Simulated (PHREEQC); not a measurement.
1 kg of water holding 0.069 mol/kgw NaCl meets 20 L of dry gas (CO2 1 by moles) at fixed total pressure, at 50 °C; fugacities by Peng-Robinson. The gases take part in no redox reaction, some water evaporates into the gas, and hydrates or a liquid gas phase aren't modelled. No solid was allowed to form.

Model: ion-association model, phreeqc.dat, run in PHREEQC.

```
P (atm)  dissolved CO2 (all carbonate carbon) (mol/kgw)  φ of CO2    pH
-------  ----------------------------------------------  --------  ----
2                                                0.0359     0.991  3.85
5                                                0.0918     0.979  3.65
20                                                0.349     0.916  3.36
30                                                0.500     0.875  3.28
40                                                0.634     0.836  3.23
75                                                0.977     0.704  3.13
100                                                1.11     0.614  3.10
150                                                1.21     0.477  3.07
300                                                1.37     0.327  3.02
400                                                1.44     0.293  2.98
```

Complexes and solids missing from the database can't appear. At this temperature some constants are extrapolated from 25 °C, and those without enthalpy data are left unchanged.
